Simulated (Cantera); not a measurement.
A perfectly stirred reactor is fed with CH4 : H2O : H2 = 1 : 0.99 : 0.23 (molar parts), at 1.00 bar; it is held at 1600 K, and followed from long to short residence time.

Detailed kinetics in Cantera: GRI-Mech 3.0 (53 species, 325 reactions).

**Question.** What does this change do: pressure from 1.00 bar to 0.170 bar?

**Answer.** 
```csv
quantity,before,after
x(CH4) at τ = 0.570 s,0.108,0.143
x(H2O) at τ = 0.570 s,0.287,0.327
x(H2) at τ = 0.570 s,0.473,0.418
x(C2H2) at τ = 0.570 s,0.0886,0.0930
x(CH2O) at τ = 0.570 s,7.13e-7,1.40e-6
x(CH4) at τ = 45.0 ms,0.272,0.337
x(H2O) at τ = 45.0 ms,0.388,0.412
x(H2) at τ = 45.0 ms,0.276,0.210
x(C2H2) at τ = 45.0 ms,0.0550,0.0338
x(CH2O) at τ = 45.0 ms,3.02e-6,5.06e-6
```

**Question.** What does this change do: CH4 1 to 9.2 parts?

**Answer.** 
```
quantity                 before    after
----------------------  -------  -------
x(CH4) at τ = 0.570 s     0.108    0.171
x(H2O) at τ = 0.570 s     0.287   0.0488
x(H2) at τ = 0.570 s      0.473    0.585
x(C2H2) at τ = 0.570 s   0.0886    0.172
x(CH2O) at τ = 0.570 s  7.13e-7  1.03e-7
x(CH4) at τ = 45.0 ms     0.272    0.487
x(H2O) at τ = 45.0 ms     0.388   0.0748
x(H2) at τ = 45.0 ms      0.276    0.330
x(C2H2) at τ = 45.0 ms   0.0550   0.0963
x(CH2O) at τ = 45.0 ms  3.02e-6  5.05e-7
```
GRI-Mech 3.0 stops at C3 and has no aromatics, soot or wall deposition, so with more carbon than oxygen in the feed, carbon stays in small species such as C2H2 where larger ones or solid carbon would form.

**Question.** What does this change do: CH4 1 to 5.2 parts?

**Answer.** 
```
quantity                 before    after
----------------------  -------  -------
x(CH4) at τ = 0.570 s     0.108    0.161
x(H2O) at τ = 0.570 s     0.287   0.0817
x(H2) at τ = 0.570 s      0.473    0.571
x(C2H2) at τ = 0.570 s   0.0886    0.159
x(CH2O) at τ = 0.570 s  7.13e-7  1.77e-7
x(CH4) at τ = 45.0 ms     0.272    0.451
x(H2O) at τ = 45.0 ms     0.388    0.123
x(H2) at τ = 45.0 ms      0.276    0.323
x(C2H2) at τ = 45.0 ms   0.0550   0.0906
x(CH2O) at τ = 45.0 ms  3.02e-6  8.55e-7
```
GRI-Mech 3.0 stops at C3 and has no aromatics, soot or wall deposition, so with more carbon than oxygen in the feed, carbon stays in small species such as C2H2 where larger ones or solid carbon would form.
